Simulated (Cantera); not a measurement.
Gas mixture: N2 = 0.16 (molar parts), at 0.0540 bar, frozen composition.

Cantera's kinetic-theory transport with the Lennard-Jones parameters of GRI-Mech 3.0, ideal gas; thermal conductivity in the multicomponent form.

One state of this run: ρ (kg/m³) = 0.0260; cp (J/kg/K) = 1095; μ (µPa s) = 32.8; λ (mW/m/K) = 50.9; Pr = 0.706; D (cm²/s) H2 = 60.7; D (cm²/s) H2O = 20.9; D (cm²/s) N2 = 0.000. D: mixture-averaged diffusion coefficient of that species in the mixture.

Task: Which value of T (K) does it belong to?
A) 700
B) 500
C) 1000
D) 600

Result: A, 700
